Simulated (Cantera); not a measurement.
Input: 1 mol Si3N4, 0.053 mol O2, 30 mol H2, held at 0.465 Torr.

Equilibrium computed with Cantera from the NASA thermochemical tables; the gas is ideal and each condensed phase is pure. Candidate condensed phases: H2O, Si, SiO2, Si2N2O, Si3N4; 35 gas species. Mutual solubility and eutectic melting of coexisting phases are not modelled. Rates play no part.

### Question
Which condensed phases are stable at each of these points (T (K)): 1275, 1300, 1325, 1350, 1375, 1400, 1425, 1450, 1475, 1500?

### Answer
```tsv
T (K)	condensed phases	Si condensed (%)
1275	Si2N2O(s) + Si3N4(s)	100.0
1300	Si2N2O(s) + Si3N4(s)	100.0
1325	Si(s) + Si2N2O(s) + Si3N4(s)	100.0
1350	Si(s) + Si2N2O(s) + Si3N4(s)	100.0
1375	Si(s) + Si2N2O(s) + Si3N4(s)	99.9
1400	Si(s) + Si2N2O(s) + Si3N4(s)	99.9
1425	Si(s) + Si2N2O(s) + Si3N4(s)	99.8
1450	Si(s) + Si2N2O(s) + Si3N4(s)	99.6
1475	Si(s) + Si2N2O(s) + Si3N4(s)	99.2
1500	Si(s) + Si2N2O(s)	98.1
```

From 1275 K to 1300 K the condensed part is Si2N2O(s) + Si3N4(s). From 1325 K to 1475 K the condensed part is Si(s) + Si2N2O(s) + Si3N4(s). At 1500 K the condensed part is Si(s) + Si2N2O(s).
